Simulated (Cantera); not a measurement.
Mixture: 3.56 % C3H8, 20.2 % O2, 76.2 % N2, equivalence ratio 0.88, at 7.40 bar, adiabatic and at constant volume. Ignition delay is the time to a rise of 400 K.

Detailed kinetics in Cantera: GRI-Mech 3.0 (53 species, 325 reactions). GRI-Mech 3.0 was tuned for natural gas; its chemistry of propane as a main component is partial and can be far from experiment.

**Question.** Predict: delay at 1250 K; delay at 1400 K; delay at 1550 K; delay at 1700 K; delay at 1850 K; apparent activation energy between 1700 and 1850 K.

**Answer.** 
```json
{
  "delay at 1250 K": "0.780 ms",
  "delay at 1400 K": "72.8 µs",
  "delay at 1550 K": "13.0 µs",
  "delay at 1700 K": "4.01 µs",
  "delay at 1850 K": "1.82 µs",
  "apparent activation energy between 1700 and 1850 K": "140 kJ/mol"
}
```
